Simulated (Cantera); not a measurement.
Feed: 1 mol CaF₂, 2.3 mol N₂, 8 mol H₂O, held at 3.53 Torr.

These are equilibrium values from Cantera (NASA tables, ideal gas, pure condensed phases), not measurements of a reactor. Candidate condensed phases: Ca, CaF₂, CaO, Ca(OH)₂, H₂O; 47 gas species. Mutual solubility and eutectic melting of coexisting phases are not modelled. The numbers say what is thermodynamically allowed, not how fast it happens.

x: gas mole fraction; n: condensed amount in mol.

```tsv
T (K)	x H₂O	x N₂	x HF	x H₂	x O₂	x OH	x CaF₂	n CaF₂(s)	n CaO(s)
1050	0.775	0.223	0.00174	3.28e-6	1.56e-6	1.62e-7	3.05e-10	0.991	0.00895
1150	0.770	0.223	0.00698	1.71e-5	8.01e-6	1.23e-6	2.02e-8	0.964	0.0361
1250	0.757	0.221	0.0221	6.80e-5	3.14e-5	6.68e-6	6.62e-7	0.885	0.115
1350	0.725	0.217	0.0577	0.000217	9.87e-5	2.78e-5	1.26e-5	0.694	0.306
1450	0.663	0.209	0.127	0.000573	0.000256	9.16e-5	0.000154	0.300	0.698
1550	0.618	0.203	0.176	(withheld)	(withheld)	(withheld)	(withheld)	0	0.993
1650	0.616	0.203	0.174	0.00296	0.00127	0.000678	0.00120	0	0.986
1750	0.612	0.203	0.172	0.00594	0.00252	0.00158	0.00204	0	0.977
1850	0.605	0.202	0.169	0.0110	0.00460	0.00335	0.00324	0	0.963
1950	0.593	0.201	0.165	(withheld)	(withheld)	(withheld)	(withheld)	0	0.944
2050	0.572	0.198	0.159	0.0309	0.0127	0.0118	0.00680	0	0.919
```

Complete the blanks.


- 1550, x H₂: 0.00134
- 1550, x O₂: 0.000589
- 1550, x OH: 0.000260
- 1550, x CaF₂: 0.000650
- 1950, x H₂: 0.0191
- 1950, x O₂: 0.00788
- 1950, x OH: 0.00652
- 1950, x CaF₂: 0.00482
